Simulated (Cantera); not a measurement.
Standard-state values (1 bar) from the NASA 1993 polynomials, evaluated with Cantera. Values are per mole of reaction as written; species without (g) are pure solids or liquids, kept so even where they would boil at 1 bar.

2 HCl(g) + 2 F(g) + Sr = 2 HF(g) + SrCl2

| T (K) | ΔH° (kJ) | ΔS° (J/K) | ΔG° (kJ) | log10 K |
|---|---|---|---|---|
| 1223 | ? | ? | ? | ? |
| 1248 | -1317.3 | -251.9 | -1003.0 | 41.98 |
| 1273 | -1316.8 | -251.5 | -996.7 | 40.90 |
| 1298 | -1316.2 | -251.0 | -990.4 | 39.86 |
| 1323 | -1315.7 | -250.6 | -984.1 | 38.86 |
| 1348 | ? | ? | ? | ? |
| 1373 | ? | ? | ? | ? |
| 1398 | ? | ? | ? | ? |

Problem. Complete the blanks.

Solution. 
- 1223, ΔH° (kJ): -1317.9
- 1223, ΔS° (J/K): -252.3
- 1223, ΔG° (kJ): -1009.3
- 1223, log10 K: 43.11
- 1348, ΔH° (kJ): -1315.2
- 1348, ΔS° (J/K): -250.2
- 1348, ΔG° (kJ): -977.9
- 1348, log10 K: 37.89
- 1373, ΔH° (kJ): -1314.6
- 1373, ΔS° (J/K): -249.8
- 1373, ΔG° (kJ): -971.6
- 1373, log10 K: 36.96
- 1398, ΔH° (kJ): -1314.1
- 1398, ΔS° (J/K): -249.4
- 1398, ΔG° (kJ): -965.4
- 1398, log10 K: 36.07
